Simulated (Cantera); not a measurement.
What does this Cantera script print?

```python
import numpy as np
import cantera as ct

gas = ct.Solution("gri30.yaml")
gas.TPX = 625, 180000, {'CH4': 1, 'O2': 1.82, 'N2': 6.84}
flame = ct.FreeFlame(gas, width=0.027)
flame.set_refine_criteria(ratio=3, slope=0.08, curve=0.16)
flame.transport_model = "mixture-averaged"
flame.solve(loglevel=0, auto=True)
z, T = flame.grid, flame.T
thick = (T[-1] - T[0]) / np.gradient(T, z).max()
show = ['CH4', 'O2', 'HO2', 'OH', 'CH3', 'CO2']
print(f"laminar burning velocity  {flame.velocity[0] * 100:.3f} cm/s")
print(f"burnt temperature         {T[-1]:.1f} K")
print(f"thermal thickness         {thick * 1e3:.4f} mm")
print(f"grid points               {len(z)}")
z0 = z[flame.heat_release_rate.argmax()]
print(f"{'z/mm':>9s}{'T/K':>9s}{'u/(m/s)':>9s}" + "".join(f"{s:>11s}" for s in show))
rows = []
for k in (-3, -2, -1.5, -1, -0.5, -0.25, 0, 0.25, 0.5, 1, 2, 4, 8):
    zz = z0 + k * thick
    rows.append([k * thick, np.interp(zz, z, T), np.interp(zz, z, flame.velocity),
                 *(np.interp(zz, z, flame.X[gas.species_index(s)]) for s in show)])
    print(f"{rows[-1][0] * 1e3:9.3f}{rows[-1][1]:9.1f}{rows[-1][2]:9.3f}" + "".join(f"{x:11.3e}" for x in rows[-1][3:]))
```

Result:

```
laminar burning velocity  119.473 cm/s
burnt temperature         2412.3 K
thermal thickness         0.2002 mm
grid points               147
     z/mm      T/K  u/(m/s)        CH4         O2        HO2         OH        CH3        CO2
   -0.601    625.1    1.196  1.034e-01  1.882e-01  7.301e-08  3.239e-12  2.279e-08  1.218e-07
   -0.400    626.9    1.202  1.030e-01  1.877e-01  1.101e-06  5.310e-10  3.014e-07  2.741e-06
   -0.300    635.4    1.222  1.020e-01  1.866e-01  6.580e-06  1.670e-08  1.694e-06  2.302e-05
   -0.200    697.3    1.351  9.698e-02  1.814e-01  4.895e-05  8.175e-07  1.622e-05  2.961e-04
   -0.100   1088.9    2.144  6.905e-02  1.476e-01  1.519e-04  3.873e-05  5.139e-04  4.138e-03
   -0.050   1502.8    2.993  3.799e-02  1.050e-01  1.913e-04  3.583e-04  2.527e-03  1.129e-02
    0.000   1891.4    3.801  9.348e-03  5.585e-02  1.004e-04  2.397e-03  2.949e-03  2.350e-02
    0.050   2062.0    4.145  7.627e-04  2.682e-02  1.827e-05  6.566e-03  4.816e-04  3.720e-02
    0.100   2110.5    4.227  3.174e-05  1.652e-02  7.286e-06  8.891e-03  2.455e-05  4.772e-02
    0.200   2159.7    4.302  6.518e-08  1.151e-02  4.941e-06  9.476e-03  5.799e-08  5.749e-02
    0.400   2220.5    4.403  4.943e-12  8.952e-03  3.532e-06  8.879e-03  5.150e-12  6.234e-02
    0.801   2287.1    4.517  3.232e-15  6.610e-03  2.322e-06  7.707e-03  1.333e-14  6.507e-02
    1.602   2345.3    4.615  2.851e-15  4.444e-03  1.415e-06  6.272e-03  9.503e-15  6.777e-02
```

Detailed kinetics in Cantera: GRI-Mech 3.0 (53 species, 325 reactions). Burning velocities carry a grid error of a few per cent, more on coarse grids.
